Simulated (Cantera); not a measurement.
PbO + O₂ + H₂ (iron carbonyl, mercury and lead vapours)

Input: 1 mol PbO, 0.033 mol O₂, 1.4 mol H₂, equilibrated at 1600 K and 0.000200 bar.

Equilibrium computed with Cantera from the NASA thermochemical tables; the gas is ideal and each condensed phase is pure. Candidate condensed phases: H₂O, Pb, PbO, PbO₂, Pb₃O₄; 12 gas species. Rates play no part.

The x(H₂O) comes out as 0.443 and the x(Pb) comes out as 0.415. The x(H₂) comes out as 0.139, the x(H) is 0.00144 and the x(PbO) is 0.000938. The x(OH) is 0.000179 and the x(O₂) comes out as 2.22e-6. The x(O) comes out as 1.53e-6 and the gas amount comes out as 2.402 mol. The log10 activity of Pb(l) (absent) is -2.86.
